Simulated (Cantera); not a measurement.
A closed system holds: 1 mol TEOS, 0.45 mol NO, 2.4 mol H2, equilibrated at 0.100 bar.

Equilibrium computed with Cantera from the NASA thermochemical tables; the gas is ideal and each condensed phase is pure. Candidate condensed phases: C, C6H6, C7H8, C8H18, H2O, Si, SiC, SiO2, Si2N2O, Si3N4; 151 gas species. The feed counts by its element totals alone. The tables hold silica as quartz up to 1696 K and as liquid above; real silica turns to tridymite and cristobalite and melts near 1996 K. The numbers say what is thermodynamically allowed, not how fast it happens.

At 1325 K, list the 5 most abundant gas species with their mole fractions, and the condensed phases.

H2 0.822, CO 0.162, N2 0.0149, CH4 0.000454, H2O 9.61e-5. Condensed: C(graphite) + SiO2(β-quartz).
